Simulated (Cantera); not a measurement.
Input (Python, Cantera):

```python
import numpy as np
import cantera as ct

gas = ct.Solution("h2o2.yaml")
gas.TPX = 625, 13332, {'H2': 1, 'O2': 0.455, 'N2': 1.71}
flame = ct.FreeFlame(gas, width=0.16)
flame.set_refine_criteria(ratio=3, slope=0.08, curve=0.16)
flame.transport_model = "mixture-averaged"
flame.solve(loglevel=0, auto=True)
z, T = flame.grid, flame.T
thick = (T[-1] - T[0]) / np.gradient(T, z).max()
show = ['H2', 'O2', 'OH', 'H2O2', 'HO2', 'H2O']
print(f"laminar burning velocity  {flame.velocity[0] * 100:.3f} cm/s")
print(f"burnt temperature         {T[-1]:.1f} K")
print(f"thermal thickness         {thick * 1e3:.4f} mm")
print(f"grid points               {len(z)}")
z0 = z[flame.heat_release_rate.argmax()]
print(f"{'z/mm':>9s}{'T/K':>9s}{'u/(m/s)':>9s}" + "".join(f"{s:>11s}" for s in show))
rows = []
for k in (-3, -2, -1.5, -1, -0.5, -0.25, 0, 0.25, 0.5, 1, 2, 4, 8):
    zz = z0 + k * thick
    rows.append([k * thick, np.interp(zz, z, T), np.interp(zz, z, flame.velocity),
                 *(np.interp(zz, z, flame.X[gas.species_index(s)]) for s in show)])
    print(f"{rows[-1][0] * 1e3:9.3f}{rows[-1][1]:9.1f}{rows[-1][2]:9.3f}" + "".join(f"{x:11.3e}" for x in rows[-1][3:]))
```

Output:

```
laminar burning velocity  681.555 cm/s
burnt temperature         2457.3 K
thermal thickness         6.7241 mm
grid points               142
     z/mm      T/K  u/(m/s)         H2         O2         OH       H2O2        HO2        H2O
  -20.172    625.0    6.816  3.160e-01  1.438e-01  2.830e-18  2.761e-15  3.709e-13  1.307e-14
  -13.448    625.0    6.816  3.160e-01  1.438e-01  1.045e-14  3.441e-15  4.079e-11  1.593e-12
  -10.086    625.0    6.816  3.160e-01  1.438e-01  4.340e-13  2.187e-14  1.231e-09  4.459e-11
   -6.724    625.0    6.816  3.160e-01  1.438e-01  2.435e-10  2.331e-11  2.313e-07  1.272e-08
   -3.362    629.6    6.861  3.150e-01  1.437e-01  1.610e-05  2.650e-07  4.338e-05  3.015e-04
   -1.681    729.9    7.889  2.959e-01  1.404e-01  2.589e-04  4.693e-07  3.305e-05  9.618e-03
    0.000   1107.9   11.633  1.546e-01  9.176e-02  3.228e-03  6.379e-07  1.432e-05  1.100e-01
    1.681   1386.3   14.358  5.891e-02  3.394e-02  8.291e-03  7.488e-07  4.832e-06  2.128e-01
    3.362   1504.0   15.460  5.653e-02  2.836e-02  1.069e-02  5.903e-07  3.503e-06  2.231e-01
    6.724   1644.0   16.732  5.953e-02  2.544e-02  1.346e-02  3.620e-07  2.653e-06  2.299e-01
   13.448   1800.9   18.114  6.135e-02  2.220e-02  1.619e-02  1.910e-07  1.957e-06  2.389e-01
   26.897   1966.0   19.520  6.123e-02  1.868e-02  1.828e-02  1.004e-07  1.421e-06  2.502e-01
   53.793   2129.7   20.868  5.899e-02  1.501e-02  1.914e-02  5.940e-08  1.078e-06  2.635e-01
```

Model: the H2/O2 subset of GRI-Mech 3.0, which has no nitrogen chemistry, integrated in Cantera. Burning velocities carry a grid error of a few per cent, more on coarse grids.
